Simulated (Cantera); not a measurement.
An isothermal, constant-pressure homogeneous reactor starts with C2H6 : H2 = 1 : 3 (molar parts), at 1275 K and 0.00168 atm. Integrator tolerance rtol = 1e-08.

Detailed kinetics in Cantera: GRI-Mech 3.0 (53 species, 325 reactions). GRI-Mech 3.0 stops at C3 and has no aromatics, soot or wall deposition, so with more carbon than oxygen in the feed, carbon stays in small species such as C2H2 where larger ones or solid carbon would form. Radical loss at walls, strong at low pressure, is not modelled.

### Question
What does this change do: temperature 1275 to 1698 K?

### Answer
| quantity | before | after |
|---|---|---|
| x(C2H6) at 2.00 s | 9.19e-5 (gas-phase equilibrium 8.42e-8) | 3.34e-6 (gas-phase equilibrium 3.72e-11) |
| x(H2) at 2.00 s | 0.710 (gas-phase equilibrium 0.828) | 0.806 (gas-phase equilibrium 0.830) |
| x(C2H2) at 2.00 s | 0.0372 (gas-phase equilibrium 0.163) | 0.153 (gas-phase equilibrium 0.166) |
| x(CH3) at 2.00 s | 6.91e-5 (gas-phase equilibrium 2.95e-6) | 0.00123 (gas-phase equilibrium 5.32e-6) |
| x(C2H4) at 2.00 s | 0.0904 (gas-phase equilibrium 0.000917) | 0.000223 (gas-phase equilibrium 1.15e-5) |
| x(H) at 2.00 s | 1.56e-5 (gas-phase equilibrium 1.64e-5) | 0.00128 (gas-phase equilibrium 0.00322) |

### Question
What does this change do: pressure from 0.00168 atm to 0.987 atm?

### Answer
```csv
quantity,before,after
x(C2H6) at 2.00 s,9.19e-5 (gas-phase equilibrium 8.42e-8),0.00232 (gas-phase equilibrium 0.000450)
x(H2) at 2.00 s,0.710 (gas-phase equilibrium 0.828),0.640 (gas-phase equilibrium 0.532)
x(C2H2) at 2.00 s,0.0372 (gas-phase equilibrium 0.163),0.0242 (gas-phase equilibrium 0.00611)
x(CH3) at 2.00 s,6.91e-5 (gas-phase equilibrium 2.95e-6),1.61e-5 (gas-phase equilibrium 8.90e-6)
x(C2H4) at 2.00 s,0.0904 (gas-phase equilibrium 0.000917),0.0593 (gas-phase equilibrium 0.0130)
x(H) at 2.00 s,1.56e-5 (gas-phase equilibrium 1.64e-5),1.92e-6 (gas-phase equilibrium 5.41e-7)
```

### Question
What does this change do: temperature 1275 to 1525 K?

### Answer
```tsv
quantity	before	after
x(C2H6) at 2.00 s	9.19e-5 (gas-phase equilibrium 8.42e-8)	2.50e-5 (gas-phase equilibrium 5.26e-10)
x(H2) at 2.00 s	0.710 (gas-phase equilibrium 0.828)	0.719 (gas-phase equilibrium 0.833)
x(C2H2) at 2.00 s	0.0372 (gas-phase equilibrium 0.163)	0.108 (gas-phase equilibrium 0.166)
x(CH3) at 2.00 s	6.91e-5 (gas-phase equilibrium 2.95e-6)	0.000992 (gas-phase equilibrium 4.39e-6)
x(C2H4) at 2.00 s	0.0904 (gas-phase equilibrium 0.000917)	0.00149 (gas-phase equilibrium 5.19e-5)
x(H) at 2.00 s	1.56e-5 (gas-phase equilibrium 1.64e-5)	0.000209 (gas-phase equilibrium 0.000527)
```
